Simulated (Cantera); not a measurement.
A closed system holds: 1 mol FeS₂, 0.95 mol O₂, 0.5 mol N₂, equilibrated at 1500 K and 2.90 bar.

Cantera equilibrium calculation (NASA polynomials, part measured and part estimated; ideal gas, pure solids and liquids). Candidate condensed phases: Fe, FeO, FeS, FeSO₄, FeS₂, Fe₂O₃, Fe₂(SO₄)₃, Fe₃O₄, S; 19 gas species. Metal and sulfide melt together well below either melting point, which pure phases cannot show. Mutual solubility and eutectic melting of coexisting phases are not modelled. The tables' stoichiometric FeO is somewhat more stable than real wüstite, so its field is too wide. FeO, FeS: taken at fixed stoichiometry. Kinetics and transport are ignored.

Base state: SO₂ 0.595, N₂ 0.334, S₂ 0.0624, S₂O 0.00628, SO 0.00254 (mole fractions); condensed: FeO(s) + FeS(l).

### Question
What changes in the equilibrium state with this change: O₂ from 0.95 to 0.1 mol?

### Answer
```json
[
 {"species": "N₂", "before": "0.334", "after": "0.477"},
 {"species": "S₂", "before": "0.0624", "after": "0.421"},
 {"species": "SO₂", "before": "0.595", "after": "0.0895"},
 {"species": "S₂O", "before": "0.00628", "after": "0.0102"},
 {"species": "S", "before": "5.97e-6", "after": "1.55e-5"},
 {"species": "SO", "before": "0.00254", "after": "0.00159"},
 {"species": "FeO(s), mol", "before": "0.102", "after": "0"},
 {"species": "FeS(l), mol", "before": "0.898", "after": "1.00"}
]
```
FeS: taken at fixed stoichiometry.

### Question
What changes in the equilibrium state with this change: temperature from 1500 K to 750 K?

### Answer
| species | before | after |
|---|---|---|
| SO₂ | 0.595 | 0.587 |
| N₂ | 0.334 | 0.412 |
| S₂ | 0.0624 | 0.000186 |
| SO | 0.00254 | 3.44e-8 |
| S₂O | 0.00628 | 0.000109 |
| FeO(s), mol | 0.102 | 0 |
| FeS(l), mol | 0.898 | 0 |
| FeS₂(s), mol | 0 | 0.644 |
| Fe₃O₄(s), mol | 0 | 0.119 |
Gases not in the tables: S₃ to S₇.

### Question
What changes in the equilibrium state with this change: temperature from 1500 K to 1000 K?

### Answer
| species | before | after |
|---|---|---|
| SO₂ | 0.595 | 0.643 |
| N₂ | 0.334 | 0.339 |
| S₂ | 0.0624 | 0.0150 |
| SO | 0.00254 | 1.42e-5 |
| S₂O | 0.00628 | 0.00261 |
| FeO(s), mol | 0.102 | 0 |
| FeS(l), mol | 0.898 | 0 |
| FeS(s), mol | 0 | 1.00 |
FeS: taken at fixed stoichiometry. Gases not in the tables: S₃ to S₇.
